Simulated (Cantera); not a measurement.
Charge: 1 mol MgO, 43 mol HBr, 0.52 mol N2, equilibrated at 1.00 bar.

Method: chemical equilibrium by Gibbs-energy minimisation in Cantera with the NASA 1993 tables (ideal gas, pure condensed phases). Candidate condensed phases: Br2, H2O, Mg, MgBr2, MgO, Mg(OH)2; 36 gas species. The numbers say what is thermodynamically allowed, not how fast it happens.

Question: Which condensed phases are stable at each of these points (T (°C)): 800, 825, 850, 875, 900, 925, 950, 975, 1000, 1025, 1050, 1075, 1100, 1125?

Answer: 
```json
[
 {"T (°C)": "800", "condensed phases": "MgBr2(l)", "Mg condensed (%)": "43.8"},
 {"T (°C)": "825", "condensed phases": "MgBr2(l)", "Mg condensed (%)": "14.1"},
 {"T (°C)": "850", "condensed phases": "gas only", "Mg condensed (%)": "0.0"},
 {"T (°C)": "875", "condensed phases": "gas only", "Mg condensed (%)": "0.0"},
 {"T (°C)": "900", "condensed phases": "gas only", "Mg condensed (%)": "0.0"},
 {"T (°C)": "925", "condensed phases": "gas only", "Mg condensed (%)": "0.0"},
 {"T (°C)": "950", "condensed phases": "gas only", "Mg condensed (%)": "0.0"},
 {"T (°C)": "975", "condensed phases": "gas only", "Mg condensed (%)": "0.0"},
 {"T (°C)": "1000", "condensed phases": "gas only", "Mg condensed (%)": "0.0"},
 {"T (°C)": "1025", "condensed phases": "gas only", "Mg condensed (%)": "0.0"},
 {"T (°C)": "1050", "condensed phases": "gas only", "Mg condensed (%)": "0.0"},
 {"T (°C)": "1075", "condensed phases": "gas only", "Mg condensed (%)": "0.0"},
 {"T (°C)": "1100", "condensed phases": "gas only", "Mg condensed (%)": "0.0"},
 {"T (°C)": "1125", "condensed phases": "gas only", "Mg condensed (%)": "0.0"}
]
```

From 800 °C to 825 °C the condensed part is MgBr2(l). From 850 °C to 1125 °C nothing is condensed.
